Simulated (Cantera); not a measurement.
Feed: 1 mol Fe2O3, 1.4 mol H2, held at 1925 K.

These are equilibrium values from Cantera (NASA tables, ideal gas, pure condensed phases), not measurements of a reactor. Candidate condensed phases: Fe, FeO, Fe(OH)2, Fe(OH)3, Fe2O3, Fe3O4, H2O; 12 gas species. The tables' stoichiometric FeO is somewhat more stable than real wüstite, so its field is too wide. FeO: taken at fixed stoichiometry. Equilibrium is a limit: real reactors are often held back by kinetics, nucleation or transport.

### Question
What share of the Fe ends up in condensed phases as a function of P (Pa), at 10, 68, 460, 3200, 22000, 150000, 1000000?

### Answer
```
P (Pa)   Fe condensed (%)      as
-------  ----------------  ------
10                   88.4  FeO(l)
68                   97.4  FeO(l)
460                  99.6  FeO(l)
3200                 99.9  FeO(l)
22000               100.0  FeO(l)
150000              100.0  FeO(l)
1000000             100.0  FeO(l)
```
